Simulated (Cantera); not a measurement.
Feed: 1 mol n-butane, 1.2 mol CO2, 6.6 mol N2, held at 8.00 bar.

Cantera equilibrium calculation (NASA polynomials, part measured and part estimated; ideal gas, pure solids and liquids). Candidate condensed phases: C, C6H6, C7H8, C8H18, H2O; 169 gas species. Ions and electrons are included (thermal ionisation). Equilibrium is a limit: real reactors are often held back by kinetics, nucleation or transport.

Over these rows the condensed part is C(graphite). Partial pressures as log10 of bar:

```csv
T (K),1000/T (1/K),log p H2O,log p N2,log p H2,log p CO,log p HCN
2000,0.5000,-3.34,0.57,0.45,0.14,-1.32
2250,0.4444,-3.73,0.57,0.44,0.14,-0.95
2500,0.4000,-4.05,0.56,0.43,0.14,-0.66
2750,0.3636,?,0.55,0.40,0.13,-0.43
3000,0.3333,-4.58,0.53,0.35,0.13,-0.26
3250,0.3077,-4.83,0.50,0.27,0.12,-0.14
```

Problem. Fit log p(H2O) = a + b·(1000/T) to the five rows, give the apparent enthalpy, and predict the row at 2750 K.

Solution. Means: 1000/T = 0.3971, log p = -4.106. Sxy = 0.191735, Sxx = 0.0248969, so b = 7.70 and a = -4.106 − (7.70)×0.3971 = -7.16.
Apparent enthalpy: −19.145 × (7.70) = -147 kJ/mol. With the condensed phases at unit activity, H2(g) + CO(g) = H2O(g) + C(graphite) links this pressure to the main gases: over the six rows their terms move log p by -0.20 in all, so the slope isn't that reaction's ΔH° alone. The five rows lie within 0.04 of the line.
Prediction at 2750 K: -7.16 + (7.70)×0.3636 = -4.36. The computed value is -4.33, 0.03 from the line.
